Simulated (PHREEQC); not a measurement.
## Acid mine or pickling water

Synthetic water in mg/kgw, 20 °C, pH 2.51, pe 12.9: Na 770; K 41.4; Ca 820; Mg 127; Cl 951; S(6) as SO4 4600; Ni 65; B 5.89; Sr 0.755; Al 341; O(0) (dissolved oxygen) 0.583.

Valence states are taken as typed.

Model: ion-association model, wateq4f.dat, run in PHREEQC.

```yaml
ionic_strength: 0.126 mol/kgw
total_alkalinity: -6.62 meq/kg
charge_balance_error: 6.2 %
```

```
species    molality  activity   log γ
---------  --------  --------  ------
Na+          0.0323    0.0249  -0.113
Cl-          0.0268    0.0201  -0.126
SO4-2        0.0218   0.00757  -0.459
Ca+2         0.0134   0.00494  -0.433
AlSO4+      0.00875   0.00667  -0.118
CaSO4       0.00691   0.00711   0.013
H+          0.00378   0.00309  -0.088
Mg+2        0.00330   0.00128  -0.413
HSO4-       0.00268   0.00204  -0.118
Al(SO4)2-   0.00204   0.00156  -0.118
MgSO4       0.00193   0.00198   0.013
```

Precipitation was switched off in this run. Saturation is exceeded, for instance for Gypsum; the values hold only as long as no solid forms. Species that the database lacks are ignored.
